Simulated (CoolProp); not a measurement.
Vapour-liquid equilibrium of R143a (1) + R236FA (2) at 273.8 K; x and y are mole fractions of (1).

Computed with CoolProp (multi-fluid Helmholtz-energy mixture model, Lemmon and Jacobsen 2000 and Pan 2012; pair parameters Bell 2016).

Give the bubble pressure and the first vapour's composition at x = 0.45, 0.85, 0.95. Is there an azeotrope?

x = 0.45: 321.4 kPa, y = 0.794; x = 0.85: 542.7 kPa, y = 0.964; x = 0.95: 602.0 kPa, y = 0.989. No azeotrope shows between x = 0.05 and 0.95.

Pair parameters are fitted to limited data, so mixtures are less certain than the pure fluids.
